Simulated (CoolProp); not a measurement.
Vapour-liquid equilibrium of isobutene (1) + acetone (2) at 85.75 °C; x and y are mole fractions of (1).

The numbers come from the multi-fluid Helmholtz-energy mixture model, Lemmon 2005 and Lemmon 2006; pair parameters Bell 2016 in CoolProp.

```json
[
 {"x": "0.05", "bubble pressure, mixture model (kPa)": "362.4", "bubble pressure, Raoult's law (kPa)": "310.3", "y, mixture model": "0.310", "y, Raoult's law": "0.222"},
 {"x": "0.2", "bubble pressure, mixture model (kPa)": "(withheld)", "bubble pressure, Raoult's law (kPa)": "479.3", "y, mixture model": "0.638", "y, Raoult's law": "0.576"},
 {"x": "0.35", "bubble pressure, mixture model (kPa)": "846.3", "bubble pressure, Raoult's law (kPa)": "648.3", "y, mixture model": "0.749", "y, Raoult's law": "0.745"},
 {"x": "0.5", "bubble pressure, mixture model (kPa)": "(withheld)", "bubble pressure, Raoult's law (kPa)": "817.3", "y, mixture model": "0.810", "y, Raoult's law": "0.845"},
 {"x": "0.65", "bubble pressure, mixture model (kPa)": "(withheld)", "bubble pressure, Raoult's law (kPa)": "986.3", "y, mixture model": "(withheld)", "y, Raoult's law": "0.910"},
 {"x": "0.8", "bubble pressure, mixture model (kPa)": "1228", "bubble pressure, Raoult's law (kPa)": "1155", "y, mixture model": "0.905", "y, Raoult's law": "0.956"},
 {"x": "0.95", "bubble pressure, mixture model (kPa)": "1343", "bubble pressure, Raoult's law (kPa)": "1324", "y, mixture model": "(withheld)", "y, Raoult's law": "0.990"}
]
```

Task: Some entries are withheld; supply them.

Result: 
- 0.2, bubble pressure, mixture model (kPa): 641.2
- 0.5, bubble pressure, mixture model (kPa): 995.5
- 0.65, bubble pressure, mixture model (kPa): 1115
- 0.65, y, mixture model: 0.856
- 0.95, y, mixture model: 0.971

The largest gap from Raoult's law is +33.8 % in bubble pressure, at x = 0.2. No azeotrope shows between x = 0.05 and 0.95.

The pair parameters rest on a limited set of measurements; away from them the model extrapolates.
